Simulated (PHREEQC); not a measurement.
Make-up at 25 °C and 100 atm: 0.0014 mol HF, 0.024 mol NH4F, 0.21 mol H3PO4 and 0.069 mol H2SO4 per kg of water. Closed to the air; pH follows from the charge balance.

Computed with PHREEQC (ion-association model, phreeqc.dat).

### Question
The ionic strength comes out as 0.129 mol/kgw. What activity coefficients do H+, NH4SO4-, F-, SO4-2, HF2- get?

### Answer
H+ 0.82, NH4SO4- 0.77, F- 0.74, SO4-2 0.34, HF2- 0.77.

This is a speciation only: nothing precipitates in the calculation. Under pressure, the constants of complexes without a molar volume in the database are unreliable.
